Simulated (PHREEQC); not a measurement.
A solution holds 0.012 mol/kgw ZnSO4, 0.14 mol/kgw CaCl2, 0.12 mol/kgw NaH2PO4 and 0.0025 mol/kgw Na2SO4, at 25 °C. Closed to the air; pH follows from the charge balance.

Computed with PHREEQC (ion-association model, wateq4f.dat).

This is a speciation only: nothing precipitates in the calculation.

Task: Order these P species by the share of P that they hold, largest first: H3PO4, CaHPO4, CaH2PO4+, H2PO4-, HPO4-2.

Result: H2PO4- (62 %), CaH2PO4+ (37 %), H3PO4 (0.45 %), CaHPO4 (0.39 %), HPO4-2 (0.15 %)

Task: Order these Zn species by the share of Zn that they hold, largest first: ZnCl3-, Zn+2, ZnCl+, ZnCl2, ZnSO4.

Result: Zn+2 (77 %), ZnCl+ (14 %), ZnSO4 (5.9 %), ZnCl2 (1.6 %), ZnCl3- (0.55 %)

The pH is 4.10 and the ionic strength 0.472 mol/kgw. Examples of supersaturated solids here: Gypsum. Others may be too. Complexes and solids missing from the database can't appear. H3PO4, which wateq4f.dat lacks, is added to it with the constant of phreeqc.dat. The database has no phosphate complexes of Zn.
